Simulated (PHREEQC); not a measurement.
A solution holds 0.036 mol Ca(NO3)2 per kg of water, at 25 °C. Closed to the air; pH follows from the charge balance.

Computed with PHREEQC (ion-association model, phreeqc.dat).

This is a speciation only: nothing precipitates in the calculation.

Task: What specific conductance does the model give?

Result: specific conductance 7210 µS/cm.
